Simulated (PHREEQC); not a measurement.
Dissolve 5.7 mol NaBr, 0.082 mol Na2B4O7 and 0.6 mol NaCl per kg of water at 25 °C. Closed to the air; pH follows from the charge balance.

The numbers come from PHREEQC with the Pitzer model, pitzer.dat.

```csv
quantity,before,after
pH,9.11,9.04
ionic strength (mol/kgw),6.52,0.793
B4O5(OH)4-2 (mol/kgw),0.0549,0.0294
B(OH)4- (mol/kgw),0.0486,0.0830
B(OH)3 (mol/kgw),0.0433,0.0610
B3O3(OH)4- (mol/kgw),0.00543,0.0221
SI of Borax (Na2(B4O5(OH)4):8H2O),-0.11,+0.01
SI of Halite (NaCl),-0.86,-2.32
```

Q: Which change was made?
A. NaBr left out
B. diluted 5-fold with water
C. 4.7 mol/kgw KOH added

A: A, NaBr left out

Precipitation was switched off in this run. In brines, pH and single-ion activities rest on the MacInnes convention.
